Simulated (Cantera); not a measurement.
Input (Python, Cantera):

```python
import numpy as np
import cantera as ct

gas = ct.Solution("gri30.yaml", transport_model="mixture-averaged")
show = ['H2', 'NH3', 'OH']

rows = []
print(f"{'T/K':>7s}{'rho':>11s}{'cp':>10s}{'mu':>11s}{'lambda':>11s}{'Pr':>7s}" + "".join(f"{'D_' + s:>11s}" for s in show))
for T in [400, 550, 700, 850, 1000, 1150, 1300, 1450]:
    gas.TPX = T, 74, {'N2': 0.55}
    Pr = gas.cp_mass * gas.viscosity / gas.thermal_conductivity
    D = [gas.mix_diff_coeffs_mole[gas.species_index(s)] for s in show]
    rows.append([gas.density, gas.cp_mass, gas.viscosity, gas.thermal_conductivity, Pr, *D])
    print(f"{T:7g}{gas.density:11.4e}{gas.cp_mass:10.1f}{gas.viscosity:11.4e}"
          f"{gas.thermal_conductivity:11.4e}{Pr:7.3f}" + "".join(f"{d:11.4e}" for d in D))
print("SI units: kg/m3, J/kg/K, Pa s, W/m/K, m2/s")
```

Output:

```
    T/K        rho        cp         mu     lambda     Pr       D_H2      D_NH3       D_OH
    400 6.2332e-04    1046.6 2.2340e-05 3.2779e-02  0.713 1.7372e-01 5.2338e-02 7.1676e-02
    550 4.5333e-04    1065.3 2.7888e-05 4.2097e-02  0.706 2.9640e-01 9.3985e-02 1.2321e-01
    700 3.5618e-04    1095.3 3.2807e-05 5.1187e-02  0.702 4.4308e-01 1.4457e-01 1.8486e-01
    850 2.9333e-04    1133.9 3.7305e-05 6.0019e-02  0.705 6.1179e-01 2.0315e-01 2.5577e-01
   1000 2.4933e-04    1169.5 4.1498e-05 6.8575e-02  0.708 8.0112e-01 2.6908e-01 3.3532e-01
   1150 2.1681e-04    1195.4 4.5455e-05 7.6851e-02  0.707 1.0099e+00 3.4187e-01 4.2303e-01
   1300 1.9179e-04    1217.7 4.9222e-05 8.4847e-02  0.706 1.2373e+00 4.2113e-01 5.1853e-01
   1450 1.7195e-04    1236.7 5.2832e-05 9.2569e-02  0.706 1.4825e+00 5.0656e-01 6.2149e-01
SI units: kg/m3, J/kg/K, Pa s, W/m/K, m2/s
```

Detailed kinetics in Cantera: GRI-Mech 3.0 (53 species, 325 reactions).
